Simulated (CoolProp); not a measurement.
Vapour-liquid equilibrium of propylene (1) + R22 (2) at 0.00354 MPa; x and y are mole fractions of (1).

Computed with CoolProp (multi-fluid Helmholtz-energy mixture model, Lemmon 2013 and Kamei 1995; pair parameters Bell 2016).

| x | bubble temperature (°C) | y at the bubble point | dew temperature at overall composition x (°C) | liquid density (mol/L) |
|---|---|---|---|---|
| 0.05 | -95.0 | 0.149 | -94.1 | 17.89 |
| 0.15 | -96.8 | 0.346 | -95.0 | 17.69 |
| 0.25 | -98.1 | 0.472 | -95.9 | 17.48 |
| 0.35 | -99.0 | 0.562 | -96.9 | 17.27 |
| 0.45 | -99.7 | 0.633 | -97.9 | 17.06 |
| 0.55 | -100.2 | 0.695 | -98.9 | 16.86 |
| 0.65 | -100.7 | 0.754 | -99.9 | 16.66 |
| 0.75 | -101.0 | 0.814 | -100.6 | 16.46 |
| 0.85 | -101.3 | 0.879 | -101.2 | 16.27 |
| 0.95 | -101.4 | 0.956 | -101.4 | 16.09 |

No azeotrope shows between x = 0.05 and 0.95.

The pair parameters rest on a limited set of measurements; away from them the model extrapolates.
